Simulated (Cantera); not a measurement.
# CH2F2 + H2 (fluorocarbon and chlorocarbon gases)

A closed system holds: 1 mol CH2F2, 0.05 mol H2, at 72.0 mbar.

Method: chemical equilibrium by Gibbs-energy minimisation in Cantera with the NASA 1993 tables (ideal gas, pure condensed phases). Candidate condensed phases: C, C6H6, C7H8, C8H18; 95 gas species. Equilibrium is a limit: real reactors are often held back by kinetics, nucleation or transport.

From 2398 K to 2848 K the condensed part is C(graphite). The main C-bearing gas is C2H2 (acetylene) at 2398 K and C3 at 2848 K.

```json
[
 {"T (K)": "2398", "log p HF": "-1.16", "log p H": "-3.22", "log p H2": "-2.84", "log p F": "-4.34", "log p CF": "-5.97", "log p C3": "-7.02", "log p C2H2 (acetylene)": "-5.00", "log p C2H": "-6.62", "n C(graphite)": "0.999"},
 {"T (K)": "2448", "log p HF": "-1.16", "log p H": "-3.13", "log p H2": "-2.85", "log p F": "-4.17", "log p CF": "-5.73", "log p C3": "-6.66", "log p C2H2 (acetylene)": "-4.92", "log p C2H": "-6.38", "n C(graphite)": "0.999"},
 {"T (K)": "2498", "log p HF": "-1.16", "log p H": "-3.04", "log p H2": "-2.88", "log p F": "-4.00", "log p CF": "-5.49", "log p C3": "-6.32", "log p C2H2 (acetylene)": "-4.85", "log p C2H": "-6.16", "n C(graphite)": "0.999"},
 {"T (K)": "2548", "log p HF": "-1.16", "log p H": "-2.96", "log p H2": "-2.90", "log p F": "-3.84", "log p CF": "-5.27", "log p C3": "-5.99", "log p C2H2 (acetylene)": "-4.78", "log p C2H": "-5.94", "n C(graphite)": "0.999"},
 {"T (K)": "2598", "log p HF": "-1.16", "log p H": "-2.88", "log p H2": "-2.93", "log p F": "-3.69", "log p CF": "-5.05", "log p C3": "-5.67", "log p C2H2 (acetylene)": "-4.72", "log p C2H": "-5.73", "n C(graphite)": "0.998"},
 {"T (K)": "2648", "log p HF": "-1.16", "log p H": "-2.81", "log p H2": "-2.96", "log p F": "-3.54", "log p CF": "-4.84", "log p C3": "-5.36", "log p C2H2 (acetylene)": "-4.67", "log p C2H": "-5.54", "n C(graphite)": "0.998"},
 {"T (K)": "2698", "log p HF": "-1.16", "log p H": "-2.74", "log p H2": "-2.99", "log p F": "-3.39", "log p CF": "-4.63", "log p C3": "-5.07", "log p C2H2 (acetylene)": "-4.62", "log p C2H": "-5.35", "n C(graphite)": "0.997"},
 {"T (K)": "2748", "log p HF": "-1.17", "log p H": "-2.68", "log p H2": "-3.02", "log p F": "-3.25", "log p CF": "-4.43", "log p C3": "-4.78", "log p C2H2 (acetylene)": "-4.57", "log p C2H": "-5.17", "n C(graphite)": "0.995"},
 {"T (K)": "2798", "log p HF": "-1.17", "log p H": "-2.62", "log p H2": "-3.05", "log p F": "-3.11", "log p CF": "-4.25", "log p C3": "-4.51", "log p C2H2 (acetylene)": "-4.53", "log p C2H": "-5.00", "n C(graphite)": "0.993"},
 {"T (K)": "2848", "log p HF": "-1.17", "log p H": "-2.55", "log p H2": "-3.08", "log p F": "-2.98", "log p CF": "-4.07", "log p C3": "-4.25", "log p C2H2 (acetylene)": "-4.48", "log p C2H": "-4.83", "n C(graphite)": "0.988"}
]
```
log p: log10 of the partial pressure in bar; n: condensed amount in mol.
